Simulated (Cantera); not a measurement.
# Gas-phase reforming

An isothermal, constant-pressure homogeneous reactor starts with CH₄ : H₂O = 1 : 1.3 (molar parts), at 1550 K and 8250 Torr.

Detailed kinetics in Cantera: GRI-Mech 3.0 (53 species, 325 reactions).

```json
[
 {"t (s)": "2.00e-5", "x CH₄": "0.435", "x H₂O": "0.565", "x H₂O₂": "<1e-12", "x HCO": "<1e-12", "x CH₃": "8.85e-5", "x C₂H₆": "4.14e-5", "x CO₂": "<1e-12"},
 {"t (s)": "6.46e-5", "x CH₄": "0.434", "x H₂O": "0.565", "x H₂O₂": "<1e-12", "x HCO": "4.81e-12", "x CH₃": "0.000101", "x C₂H₆": "0.000221", "x CO₂": "3.31e-12"},
 {"t (s)": "0.000209", "x CH₄": "0.433", "x H₂O": "0.565", "x H₂O₂": "<1e-12", "x HCO": "3.06e-11", "x CH₃": "0.000123", "x C₂H₆": "0.000748", "x CO₂": "2.67e-10"},
 {"t (s)": "0.000674", "x CH₄": "0.427", "x H₂O": "0.564", "x H₂O₂": "1.13e-12", "x HCO": "1.87e-10", "x CH₃": "0.000157", "x C₂H₆": "0.00180", "x CO₂": "2.34e-8"},
 {"t (s)": "0.00218", "x CH₄": "0.408", "x H₂O": "0.559", "x H₂O₂": "1.26e-12", "x HCO": "3.70e-10", "x CH₃": "0.000161", "x C₂H₆": "0.00204", "x CO₂": "1.13e-6"},
 {"t (s)": "0.00704", "x CH₄": "0.357", "x H₂O": "0.539", "x H₂O₂": "<1e-12", "x HCO": "3.01e-10", "x CH₃": "0.000127", "x C₂H₆": "0.00119", "x CO₂": "1.84e-5"},
 {"t (s)": "0.0227", "x CH₄": "0.266", "x H₂O": "0.502", "x H₂O₂": "<1e-12", "x HCO": "3.20e-10", "x CH₃": "8.94e-5", "x C₂H₆": "0.000591", "x CO₂": "0.000214"},
 {"t (s)": "0.0734", "x CH₄": "0.188", "x H₂O": "0.462", "x H₂O₂": "<1e-12", "x HCO": "8.02e-10", "x CH₃": "6.98e-5", "x C₂H₆": "0.000496", "x CO₂": "0.00211"},
 {"t (s)": "0.237", "x CH₄": "0.185", "x H₂O": "0.418", "x H₂O₂": "<1e-12", "x HCO": "2.06e-9", "x CH₃": "6.62e-5", "x C₂H₆": "0.000476", "x CO₂": "0.0101"},
 {"t (s)": "0.767", "x CH₄": "0.182", "x H₂O": "0.346", "x H₂O₂": "<1e-12", "x HCO": "4.86e-9", "x CH₃": "5.92e-5", "x C₂H₆": "0.000381", "x CO₂": "0.0194"},
 {"t (s)": "2.48", "x CH₄": "0.156", "x H₂O": "0.263", "x H₂O₂": "<1e-12", "x HCO": "9.51e-9", "x CH₃": "4.56e-5", "x C₂H₆": "0.000226", "x CO₂": "0.0219"},
 {"t (s)": "8.00", "x CH₄": "0.110", "x H₂O": "0.189", "x H₂O₂": "<1e-12", "x HCO": "1.50e-8", "x CH₃": "2.93e-5", "x C₂H₆": "9.37e-5", "x CO₂": "0.0187"}
]
```
x: mole fraction; the columns are a selection and need not sum to one.

Equilibrium at this temperature and pressure: CH₄ 0.000364, H₂O 0.0630, H₂O₂ <1e-12, HCO 2.64e-8, CH₃ 8.41e-8, C₂H₆ 7.72e-10, CO₂ 0.00720 (gas phase only).
